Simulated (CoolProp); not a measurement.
A single-stage vapour-compression cycle with the fluid: evaporating at 207.15 K (dew point), condensing at 259.15 K (bubble point), superheat 8 K, subcooling 2 K, compressor efficiency 0.85, no pressure losses. The same conditions are run with several fluids, on thermodynamics alone (safety and materials aside).

Values from CoolProp's reference Helmholtz-energy equation of state of each fluid (R115: Lemmon 2016; R152A: Outcalt 1996; chlorine: Thol 2021; CH3F (R41): Lemmon 2006; propane: Lemmon 2009; hydrogen sulfide: Lemmon 2006).

```
fluid             cooling COP  pressure ratio  discharge temperature (K)  refrigerating effect (kJ/kg)  volumetric capacity (kJ/m³)
----------------  -----------  --------------  -------------------------  ----------------------------  ---------------------------
R115                     2.66            10.8                      274.4                          93.0                          207
R152A                       ?            15.3                      326.9                           292                          110
chlorine                    ?            11.8                      425.3                           261                            ?
CH3F (R41)               2.55            7.15                      354.9                             ?                         1420
propane                  2.80            9.82                          ?                             ?                            ?
hydrogen sulfide         2.63            8.89                      393.1                           461                          671
```

Problem. Complete the blanks.

Solution. 
- R152A, cooling COP: 2.79
- chlorine, cooling COP: 2.60
- chlorine, volumetric capacity (kJ/m³): 200
- CH3F (R41), refrigerating effect (kJ/kg): 369
- propane, discharge temperature (K): 302.5
- propane, refrigerating effect (kJ/kg): 347
- propane, volumetric capacity (kJ/m³): 267
